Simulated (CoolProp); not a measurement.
Water along the isotherm 400.85 °C: fugacity coefficient from the reference equation and from simpler models built on Tc = 373.9 °C, pc = 22.06 MPa, ω = 0.344; each cubic takes its own stable root.

Model: reference Helmholtz-energy equation of state, Wagner 2002, in CoolProp.

```tsv
p (MPa)	phase	reference
0.105	gas	0.9987
0.198	gas	0.9975
0.376	gas	0.9952
0.713	gas	0.9908
1.35	gas	0.9826
2.56	gas	0.9671
4.86	gas	0.9375
9.21	gas	0.8814
17.5	gas	0.7739
33.1	supercritical	0.5599
```

How far does each simpler model (van der Waals, Peng-Robinson) lie from the reference over these 10 states: mean and median of the absolute difference, and the worst?


- van der Waals: mean 0.7 %, median 0.1 %, worst +3.5 % at 400.85 °C and 33.1 MPa
- Peng-Robinson: mean 0.7 %, median 0.4 %, worst -2.5 % at 400.85 °C and 17.5 MPa
